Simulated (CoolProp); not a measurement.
The numbers come from the reference Helmholtz-energy equation of state, Lemmon 2006 in CoolProp. It is a short technical equation, of lower accuracy than the large ones.

### Question
Give the vapour pressure (bar), vapour density (kg/m³), surface tension (mN/m), vapour viscosity (µPa s) of saturated n-decane at 345.3, 379.3 K.

### Answer
```tsv
T (K)	p (bar)	vapour density (kg/m³)	surface tension (mN/m)	vapour viscosity (µPa s)
345.3	0.0282	0.140	19.0	6.06
379.3	0.122	0.557	16.0	6.62
```

Viscosity comes from a separate model (Huber 2004). Surface tension comes from a separate correlation (Mulero 2012).
